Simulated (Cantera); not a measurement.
An adiabatic, constant-volume homogeneous reactor starts with 22.2 % CH₃OH, 15.8 % O₂, 59.6 % N₂, 2.44 % H₂O, equivalence ratio 2.1, at 1250 K and 0.227 atm.

Detailed kinetics in Cantera: GRI-Mech 3.0 (53 species, 325 reactions). GRI-Mech 3.0 was tuned for natural gas; its chemistry of methanol as a main component is partial and can be far from experiment.

### Question
Predict: time of steepest temperature rise; temperature at 0.100 s; equilibrium temperature; x(O₂) at 0.100 s; x(H₂O) at 0.100 s; x(NO) at 0.100 s.

### Answer
- time of steepest temperature rise = 12.8 ms
- temperature at 0.100 s = 2560 K
- equilibrium temperature = 2560 K
- x(O₂) at 0.100 s = 0.000294 (gas-phase equilibrium 0.000294)
- x(H₂O) at 0.100 s = 0.219 (gas-phase equilibrium 0.219)
- x(NO) at 0.100 s = 0.000730 (gas-phase equilibrium 0.000730)
